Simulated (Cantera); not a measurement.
Charge: 1 mol Si₃N₄, 0.0095 mol C, 0.054 mol H₂, equilibrated at 1.33 mbar.

Cantera equilibrium calculation (NASA polynomials, part measured and part estimated; ideal gas, pure solids and liquids). Candidate condensed phases: C, C₆H₆, C₇H₈, C₈H₁₈, Si, SiC, Si₃N₄; 125 gas species. Ions and electrons are included (thermal ionisation). The tables' values for SiN are old estimates; treat these amounts as uncertain. Equilibrium is a limit: real reactors are often held back by kinetics, nucleation or transport. All values below are at 3727 °C.

Base state: Si 0.572, N₂ 0.369, N 0.0295, H 0.0207, Si+ 0.00310, e- 0.00310, C 0.00168, SiN 0.000321 (mole fractions); condensed: gas only.

Problem. What changes in the equilibrium state with this change: Si₃N₄ replaced by SiC?

Solution. 
| species | before | after |
|---|---|---|
| Si | 0.572 | 0.472 |
| C | 0.00168 | 0.462 |
| H | 0.0207 | 0.0513 |
| N₂ | 0.369 | 0 |
| N | 0.0295 | 0 |
| C₃ | <1e-9 | 0.000614 |
| SiN | 0.000321 | 0 |
| CN | 0.000143 | 0 |
| C₂ | 1.00e-7 | 0.00761 |
| SiC₂ | 2.54e-9 | 0.000159 |

Problem. What changes in the equilibrium state with this change: pressure from 1.33 mbar to 3.30 bar?

Solution. 
```
species    before     after
-------  --------  --------
Si          0.572     0.543
N₂          0.369     0.395
H          0.0207    0.0194
N          0.0295  0.000614
Si₂       8.53e-6    0.0190
SiN      0.000321    0.0157
Si₃         <1e-9  0.000786
Si₂C      2.07e-9  0.000835
```
